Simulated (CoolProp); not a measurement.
A single-stage vapour-compression cycle with R115: evaporating at 223.15 K (dew point), condensing at 286.15 K (bubble point), superheat 8 K, subcooling 5 K, compressor efficiency 0.7, no pressure losses. Each further row changes one setting.

Model: reference Helmholtz-energy equation of state, Lemmon 2016, in CoolProp.

```json
[
 {"case": "as stated", "cooling COP": "1.79", "pressure ratio": "10.7", "discharge temperature (K)": "304.5", "refrigerating effect (kJ/kg)": "77.8", "volumetric capacity (kJ/m³)": "391"},
 {"case": "evaporating temperature 228.15 K", "cooling COP": "2.05", "pressure ratio": "8.38", "discharge temperature (K)": "302.8", "refrigerating effect (kJ/kg)": "80.7", "volumetric capacity (kJ/m³)": "509"},
 {"case": "condensing temperature 281.15 K", "cooling COP": "2.03", "pressure ratio": "9.24", "discharge temperature (K)": "299.7", "refrigerating effect (kJ/kg)": "83.0", "volumetric capacity (kJ/m³)": "417"},
 {"case": "subcooling 10 K", "cooling COP": "1.91", "pressure ratio": "10.7", "discharge temperature (K)": "304.5", "refrigerating effect (kJ/kg)": "83.0", "volumetric capacity (kJ/m³)": "417"},
 {"case": "superheat 18 K", "cooling COP": "1.84", "pressure ratio": "10.7", "discharge temperature (K)": "315.4", "refrigerating effect (kJ/kg)": "84.2", "volumetric capacity (kJ/m³)": "404"},
 {"case": "compressor efficiency 0.6", "cooling COP": "1.53", "pressure ratio": "10.7", "discharge temperature (K)": "313.7", "refrigerating effect (kJ/kg)": "77.8", "volumetric capacity (kJ/m³)": "391"}
]
```
